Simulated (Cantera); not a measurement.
A perfectly stirred reactor is fed with 27.6 % H₂, 61.3 % O₂, 11.0 % N₂, at 0.0267 bar; it is held at 1325 K, and followed from long to short residence time.

Cantera simulation using the H2/O2 subset of GRI-Mech 3.0, which has no nitrogen chemistry; the numbers are that mechanism's predictions, not measurements. Radical loss at walls, strong at low pressure, is not modelled. The temperature is held fixed by assumption; the heat of reaction is taken as removed at once.

x: mole fraction; the columns are a selection and need not sum to one.

| τ (s) | x H₂ | x O₂ | x H₂O₂ | x O | x H₂O |
|---|---|---|---|---|---|
| 3.0 | 0.000286 | 0.550 | (withheld) | 0.000765 | 0.319 |
| 0.85 | 0.000657 | 0.549 | (withheld) | 0.00178 | 0.317 |
| 0.24 | 0.00150 | 0.547 | (withheld) | 0.00413 | 0.314 |
| 0.069 | 0.00330 | 0.542 | (withheld) | 0.00929 | 0.308 |
| 0.020 | 0.00695 | 0.532 | 7.74e-7 | 0.0200 | 0.294 |
| 0.0055 | 0.0137 | 0.513 | 7.96e-7 | 0.0400 | 0.264 |
| 0.0016 | 0.0225 | 0.492 | 7.22e-7 | 0.0609 | 0.224 |
| 0.00045 | 0.0379 | 0.487 | 7.11e-7 | 0.0664 | 0.188 |
| 0.00013 | 0.0776 | 0.507 | 7.44e-7 | 0.0521 | 0.146 |

Problem. Fill in the missing entries.

Solution. 
- 3.0, x H₂O₂: 2.10e-7
- 0.85, x H₂O₂: 3.22e-7
- 0.24, x H₂O₂: 4.71e-7
- 0.069, x H₂O₂: 6.38e-7
